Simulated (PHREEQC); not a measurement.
Make-up at 20 °C: 1.7 mmol/kgw HF, 1 mmol/kgw KF and 0.28 mmol/kgw HCl. It is in equilibrium with CO2 at log p = -1 (atm). Otherwise closed; pH follows from the charge balance.

Computed with PHREEQC (ion-association model, phreeqc.dat).

Each row changes one thing in this solution. Precipitation was switched off in this run.

```json
[
 {"case": "as made", "pH": "3.17", "ionic strength (mol/kgw)": "0.00171", "F- (mol/kgw)": "0.00142", "HF (mol/kgw)": "0.00127", "HF2- (mol/kgw)": "6.62e-6", "HCO3- (mol/kgw)": "2.50e-6", "SI of Sylvite (KCl)": "-7.47"},
 {"case": "HF left out", "pH": "3.87", "ionic strength (mol/kgw)": "0.00114", "F- (mol/kgw)": "0.000847", "HF (mol/kgw)": "0.000152", "HF2- (mol/kgw)": "4.73e-7", "HCO3- (mol/kgw)": "1.24e-5", "SI of Sylvite (KCl)": "-7.46"},
 {"case": "KF from 0.001 to 0.0011 mol/kgw", "pH": "3.18", "ionic strength (mol/kgw)": "0.00179", "F- (mol/kgw)": "0.00150", "HF (mol/kgw)": "0.00129", "HF2- (mol/kgw)": "7.10e-6", "HCO3- (mol/kgw)": "2.59e-6", "SI of Sylvite (KCl)": "-7.43"},
 {"case": "9.8e-05 mol/kgw HNO3 added", "pH": "3.14", "ionic strength (mol/kgw)": "0.00176", "F- (mol/kgw)": "0.00137", "HF (mol/kgw)": "0.00131", "HF2- (mol/kgw)": "6.64e-6", "HCO3- (mol/kgw)": "2.33e-6", "SI of Sylvite (KCl)": "-7.47"},
 {"case": "HCl from 0.00028 to 0.00042 mol/kgw", "pH": "3.12", "ionic strength (mol/kgw)": "0.00178", "F- (mol/kgw)": "0.00136", "HF (mol/kgw)": "0.00133", "HF2- (mol/kgw)": "6.64e-6", "HCO3- (mol/kgw)": "2.26e-6", "SI of Sylvite (KCl)": "-7.29"}
]
```
